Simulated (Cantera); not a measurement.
An isothermal, constant-pressure homogeneous reactor starts with 7.14 % CH4, 92.9 % H2O, at 1600 K and 0.770 bar.

Cantera simulation using GRI-Mech 3.0 (53 species, 325 reactions); the numbers are that mechanism's predictions, not measurements.

x: mole fraction; the columns are a selection and need not sum to one.

| t (s) | x CH4 | x H2O | x HCO | x C2H2 | x CO2 | x C2H | x H2 |
|---|---|---|---|---|---|---|---|
| 4.00e-5 | 0.0714 | 0.929 | <1e-12 | 5.22e-11 | <1e-12 | <1e-12 | 1.76e-5 |
| 0.000180 | 0.0713 | 0.929 | 1.54e-11 | ___ | 3.71e-12 | <1e-12 | ___ |
| 0.000808 | 0.0705 | 0.928 | 7.45e-10 | 8.52e-6 | 1.25e-8 | 5.40e-12 | 0.000604 |
| 0.00363 | 0.0665 | 0.925 | 3.81e-9 | 0.000685 | 4.92e-6 | 5.63e-10 | 0.00545 |
| 0.0163 | 0.0530 | 0.911 | 2.83e-9 | 0.00655 | 0.000187 | 4.96e-9 | 0.0267 |
| 0.0734 | 0.0301 | 0.876 | 1.60e-9 | 0.0147 | 0.00295 | 1.02e-8 | 0.0711 |
| 0.330 | 0.0153 | 0.811 | 8.20e-10 | 0.0111 | 0.0167 | 6.52e-9 | 0.134 |
| 1.48 | ___ | 0.745 | 6.95e-10 | ___ | ___ | 9.11e-10 | ___ |
| 6.67 | 0.000699 | 0.719 | 7.28e-10 | 1.50e-5 | 0.0324 | 6.57e-12 | 0.218 |
| 30.0 | 1.25e-7 | 0.717 | 7.48e-10 | <1e-12 | 0.0325 | <1e-12 | 0.220 |

Task: Some entries are withheld; supply them.

Result: 
- 0.000180, x C2H2: 2.90e-8
- 0.000180, x H2: 8.65e-5
- 1.48, x CH4: 0.00699
- 1.48, x C2H2: 0.00193
- 1.48, x CO2: 0.0294
- 1.48, x H2: 0.193
